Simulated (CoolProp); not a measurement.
Values from CoolProp's reference Helmholtz-energy equation of state, Lemmon 2006. It is a short technical equation, of lower accuracy than the large ones.

Q: Give the vapour pressure (kPa), enthalpy of vaporisation (kJ/kg), surface tension (mN/m) of saturated carbonyl sulfide at 230.1, 240.5, 271.7 K.

A: 
```csv
T (K),p (kPa),enthalpy of vaporisation (kJ/kg),surface tension (mN/m)
230.1,139,304,19.4
240.5,214,297,17.6
271.7,623,272,12.2
```

Surface tension comes from a separate correlation (Mulero 2012).
